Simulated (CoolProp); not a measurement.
Vapour-liquid equilibrium of chloromethane (R40) (1) + isobutene (2) at 379.9 K; x and y are mole fractions of (1).

Model: multi-fluid Helmholtz-energy mixture model, Thol 2014 and Lemmon 2005; pair parameters Bell 2016, in CoolProp.

Give the bubble pressure and the first vapour's composition at x = 0.05, 0.55, 0.95. Is there an azeotrope?

x = 0.05: 2.173 MPa, y = 0.074; x = 0.55: 3.001 MPa, y = 0.622; x = 0.95: 3.593 MPa, y = 0.961. No azeotrope shows between x = 0.05 and 0.95.

The pair parameters rest on a limited set of measurements; away from them the model extrapolates.
